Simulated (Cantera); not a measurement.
What does this Cantera script print?

```python
import numpy as np
import cantera as ct

gas = ct.Solution("gri30.yaml")


def delay(T, t_max=10):
    gas.TPX = T, 58000, {'CH4': 1, 'C2H6': 0.063, 'O2': 2.44, 'N2': 9.17}
    reactor = ct.IdealGasConstPressureReactor(gas, clone=False)
    net = ct.ReactorNet([reactor])
    net.rtol, net.atol = 1e-8, 1e-16
    while net.time < t_max:
        t_old, T_old = net.time, reactor.T
        net.step()
        if reactor.T > T + 400:  # ignition: a rise of 400 K
            return t_old + (T + 400 - T_old) / (reactor.T - T_old) * (net.time - t_old)
    return np.nan


taus = []
for T in [1275, 1350, 1425, 1500, 1575]:
    taus.append(delay(T))
    print(f"T0 = {T:6g} K   tau = {taus[-1]:.4e} s")

# d ln(tau) / d ln(k), from doubling and halving each rate constant
T, sens = 1275, []
for i in range(gas.n_reactions):
    gas.set_multiplier(2.0, i)
    up = delay(T)
    gas.set_multiplier(0.5, i)
    down = delay(T)
    gas.set_multiplier(1.0, i)
    sens.append((np.log(up / down) / np.log(4.0), gas.reaction(i).equation))
sens.sort(key=lambda x: -abs(x[0]))
print(f"sensitivities at {T} K")
for s, eq in sens[:10]:
    print(f"{s:8.3f}  {eq}")
```

It prints:

```
T0 =   1275 K   tau = 5.8608e-03 s
T0 =   1350 K   tau = 2.4466e-03 s
T0 =   1425 K   tau = 1.0792e-03 s
T0 =   1500 K   tau = 5.1457e-04 s
T0 =   1575 K   tau = 2.6945e-04 s
sensitivities at 1275 K
  -0.640  H + O2 <=> O + OH
   0.559  CH4 + H <=> CH3 + H2
   0.552  CH4 + OH <=> CH3 + H2O
  -0.465  CH3 + HO2 <=> CH3O + OH
   0.406  2 CH3 (+M) <=> C2H6 (+M)
  -0.387  C2H6 + OH <=> C2H5 + H2O
  -0.243  CH3 + O2 <=> CH3O + O
  -0.231  C2H6 + CH3 <=> C2H5 + CH4
  -0.181  CH3 + O2 <=> CH2O + OH
  -0.169  CH2O + CH3 <=> CH4 + HCO
```

Detailed kinetics in Cantera: GRI-Mech 3.0 (53 species, 325 reactions).
